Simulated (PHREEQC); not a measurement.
A solution holds 0.0014 mol/kgw CuSO4 and 4.8e-05 mol/kgw NaHSO4, at 50 °C. Closed to the air; pH follows from the charge balance.

Model: ion-association model, phreeqc.dat, run in PHREEQC.

The ionic strength comes out as 0.00495 mol/kgw. What activity coefficients do SO4-2, HSO4-, H+, Cu+2, Na+ get?

SO4-2 0.73, HSO4- 0.92, H+ 0.93, Cu+2 0.74, Na+ 0.92.

This is a speciation only: nothing precipitates in the calculation. At this temperature some constants are extrapolated from 25 °C, and those without enthalpy data are left unchanged.
